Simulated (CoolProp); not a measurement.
Saturation properties of propylene (Tc = 364.2 K, pc = 45.55 bar, ω = 0.146).

The numbers come from the reference Helmholtz-energy equation of state, Lemmon 2013 in CoolProp.

```json
[
 {"T (K)": "274.9", "p (bar)": "6.152", "liquid density (kg/m³)": "543.5", "vapour Z": "0.8734", "surface tension (mN/m)": "9.95", "liquid viscosity (µPa s)": "118", "liquid conductivity (mW/(m K))": "123"},
 {"T (K)": "283.3", "p (bar)": "7.818", "liquid density (kg/m³)": "530.7", "vapour Z": "0.8505", "surface tension (mN/m)": "8.85", "liquid viscosity (µPa s)": "109", "liquid conductivity (mW/(m K))": "119"},
 {"T (K)": "291.8", "p (bar)": "9.821", "liquid density (kg/m³)": "517.0", "vapour Z": "0.8248", "surface tension (mN/m)": "7.76", "liquid viscosity (µPa s)": "101", "liquid conductivity (mW/(m K))": "114"},
 {"T (K)": "300.2", "p (bar)": "12.15", "liquid density (kg/m³)": "502.7", "vapour Z": "0.7966", "surface tension (mN/m)": "6.70", "liquid viscosity (µPa s)": "93.2", "liquid conductivity (mW/(m K))": "110"},
 {"T (K)": "308.7", "p (bar)": "14.88", "liquid density (kg/m³)": "487.2", "vapour Z": "0.7650", "surface tension (mN/m)": "5.66", "liquid viscosity (µPa s)": "85.9", "liquid conductivity (mW/(m K))": "106"},
 {"T (K)": "317.1", "p (bar)": "18.01", "liquid density (kg/m³)": "470.6", "vapour Z": "0.7302", "surface tension (mN/m)": "4.66", "liquid viscosity (µPa s)": "79.0", "liquid conductivity (mW/(m K))": "101"},
 {"T (K)": "325.6", "p (bar)": "21.63", "liquid density (kg/m³)": "452.1", "vapour Z": "0.6907", "surface tension (mN/m)": "3.68", "liquid viscosity (µPa s)": "72.2", "liquid conductivity (mW/(m K))": "96.8"},
 {"T (K)": "334", "p (bar)": "25.72", "liquid density (kg/m³)": "431.5", "vapour Z": "0.6464", "surface tension (mN/m)": "2.75", "liquid viscosity (µPa s)": "65.6", "liquid conductivity (mW/(m K))": "92.2"},
 {"T (K)": "342.5", "p (bar)": "30.42", "liquid density (kg/m³)": "407.0", "vapour Z": "0.5939", "surface tension (mN/m)": "1.86", "liquid viscosity (µPa s)": "58.7", "liquid conductivity (mW/(m K))": "87.4"},
 {"T (K)": "350.9", "p (bar)": "35.68", "liquid density (kg/m³)": "376.7", "vapour Z": "0.5302", "surface tension (mN/m)": "1.04", "liquid viscosity (µPa s)": "51.4", "liquid conductivity (mW/(m K))": "82.7"}
]
```

It boils at 225.5 K under 1 atm.

Viscosity comes from a separate model (Huber 2003), an estimate that may be off by 10 % or more. Thermal conductivity comes from a separate model (Huber 2003), an estimate that may be off by 10 % or more. Surface tension comes from a separate correlation (Mulero 2012).
